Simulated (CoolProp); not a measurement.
Vapour-liquid equilibrium of toluene (1) + o-xylene (2) at 249 kPa; x and y are mole fractions of (1).

Model: multi-fluid Helmholtz-energy mixture model, Lemmon 2006 and Zhou 2012; pair parameters Bell 2016, in CoolProp.

Give the bubble temperature and the first vapour's composition at x = 0.45, 0.65, 0.95. Is there an azeotrope?

x = 0.45: 162.4 °C, y = 0.637; x = 0.65: 155.5 °C, y = 0.801; x = 0.95: 146.9 °C, y = 0.976. No azeotrope shows between x = 0.05 and 0.95.

Pair parameters are fitted to limited data, so mixtures are less certain than the pure fluids.
